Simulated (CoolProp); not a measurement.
A closed Brayton cycle with carbon dioxide: compressor inlet 327.15 K and 7.9 MPa, high pressure 25.5 MPa, turbine inlet 865 K, compressor efficiency 0.85, turbine efficiency 0.93, recuperator effectiveness 0.8 (on enthalpy, no pinch check). Each further row changes one setting.

Computed with CoolProp (reference Helmholtz-energy equation of state, Span 1996).

```tsv
case	thermal efficiency (%)	net work (kJ/kg)	compressor to turbine work	compressor exit (K)	turbine exit (K)
as stated	32.1	98.7	0.40	430.1	717.6
turbine inlet 815 K	30.7	87.9	0.43	430.1	672.9
compressor inlet 337.15 K	31.0	91.8	0.44	446.0	717.6
high pressure 21.7 MPa	30.8	88.8	0.38	415.4	737.2
recuperator effectiveness 0.5	24.3	98.7	0.40	430.1	717.6
```
